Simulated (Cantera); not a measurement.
Input: 1 mol NiS, 4.7 mol H2, 36 mol N2, at 975 °C and 1.33 mbar.

Equilibrium computed with Cantera from the NASA thermochemical tables; the gas is ideal and each condensed phase is pure. Candidate condensed phases: Ni, NiS, NiS2, Ni3S2, Ni3S4, S; 17 gas species. Gases not in the tables: S3 to S7. Equilibrium is a limit: real reactors are often held back by kinetics, nucleation or transport.

### Question
What is the equilibrium state?

### Answer
```
Item                                   Value
---------------------------------  ---------
x(N2)                                  0.882
x(H2)                                  0.112
x(H2S)                               0.00318
x(S2)                                0.00245
x(SH)                                8.07e-5
x(H)                                 4.29e-6
x(S)                                 1.65e-6
n(Ni3S2(l))                        0.333 mol
gas amount                         40.80 mol
log10 activity of Ni(s) (absent)       -0.37
log10 activity of NiS(s) (absent)      -1.07
log10 activity of S(l) (absent)        -3.63
```
